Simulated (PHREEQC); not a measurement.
Buffer: speciation

Solution (25 °C): 0.013 mol NH4Cl and 0.00017 mol Na2CO3 per kg of water. Closed to the air; pH follows from the charge balance.

Model: ion-association model, phreeqc.dat, run in PHREEQC.

Precipitation was switched off in this run.

### Question
Estimate the pH.

### Answer
pH 7.45.

### Question
In which forms is C present?

### Answer
HCO3- 93 %, CO2 6.7 % of the C.
